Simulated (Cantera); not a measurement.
A closed system holds: 1 mol B₂O₃, 0.55 mol O₂, equilibrated at 2198.15 K and 660 Pa.

Equilibrium computed with Cantera from the NASA thermochemical tables; the gas is ideal and each condensed phase is pure. Candidate condensed phases: B, B₂O₃; 10 gas species. Kinetics and transport are ignored.

Base state: B₂O₃ 0.543, O₂ 0.295, BO₂ 0.142, O 0.0179, BO 0.00274, B₂O₂ 2.24e-5 (mole fractions); condensed: gas only.

Question: What changes in the equilibrium state with this change: temperature from 2198.15 K to 1575 K?

Answer: 
```
species        before     after
------------  -------  --------
O₂              0.295     0.984
B₂O₃            0.543    0.0141
BO₂             0.142   0.00164
O              0.0179  0.000131
BO            0.00274   4.47e-8
B₂O₂          2.24e-5     <1e-9
B₂O₃(l), mol        0     0.992
```
